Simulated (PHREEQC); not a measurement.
Make-up at 15 °C: 0.0715 mol/kgw NH4Cl. Closed to the air; pH follows from the charge balance.

The numbers come from PHREEQC with the ion-association model, wateq4f.dat.

This is a speciation only: nothing precipitates in the calculation.

**Question.** Estimate the pH.

**Answer.** pH 5.44.
